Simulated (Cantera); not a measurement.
An adiabatic, constant-pressure homogeneous reactor starts with CH4 : O2 : N2 = 1 : 3.92 : 14.7 (molar parts), equivalence ratio 0.51, at 1400 K and 5.00 bar. Integrator tolerance rtol = 1e-08.

Model: GRI-Mech 3.0 (53 species, 325 reactions), integrated in Cantera.

Question: What does this change do: 0.027 parts H2 added?

Answer: 
| quantity | before | after |
|---|---|---|
| time of steepest temperature rise | 0.701 ms | 0.598 ms |
| temperature at 0.300 s | 2388 K | 2394 K |
| equilibrium temperature | 2388 K | 2394 K |
| x(CH4) at 0.300 s | <1e-12 (gas-phase equilibrium <1e-12) | <1e-12 (gas-phase equilibrium <1e-12) |
| x(O2) at 0.300 s | 0.0907 (gas-phase equilibrium 0.0907) | 0.0899 (gas-phase equilibrium 0.0899) |
| x(N2O) at 0.300 s | 1.44e-6 (gas-phase equilibrium 1.44e-6) | 1.45e-6 (gas-phase equilibrium 1.45e-6) |
| x(CH2O) at 0.300 s | 1.45e-12 (gas-phase equilibrium 1.45e-12) | 1.57e-12 (gas-phase equilibrium 1.57e-12) |
| x(CO) at 0.300 s | 0.00146 (gas-phase equilibrium 0.00146) | 0.00151 (gas-phase equilibrium 0.00151) |
| x(H2) at 0.300 s | 0.000495 (gas-phase equilibrium 0.000495) | 0.000520 (gas-phase equilibrium 0.000520) |

Question: What does this change do: constant volume in place of constant pressure?

Answer: 
```
quantity                                                              before                                      after
---------------------------------  -----------------------------------------  -----------------------------------------
time of steepest temperature rise                                   0.701 ms                                   0.670 ms
temperature at 0.300 s                                                2388 K                                     2591 K
equilibrium temperature                                               2388 K                                     2591 K
x(CH4) at 0.300 s                      <1e-12 (gas-phase equilibrium <1e-12)      <1e-12 (gas-phase equilibrium <1e-12)
x(O2) at 0.300 s                       0.0907 (gas-phase equilibrium 0.0907)      0.0878 (gas-phase equilibrium 0.0878)
x(N2O) at 0.300 s                    1.44e-6 (gas-phase equilibrium 1.44e-6)    2.76e-6 (gas-phase equilibrium 2.76e-6)
x(CH2O) at 0.300 s                 1.45e-12 (gas-phase equilibrium 1.45e-12)  1.12e-11 (gas-phase equilibrium 1.12e-11)
x(CO) at 0.300 s                     0.00146 (gas-phase equilibrium 0.00146)    0.00310 (gas-phase equilibrium 0.00310)
x(H2) at 0.300 s                   0.000495 (gas-phase equilibrium 0.000495)  0.000972 (gas-phase equilibrium 0.000972)
```
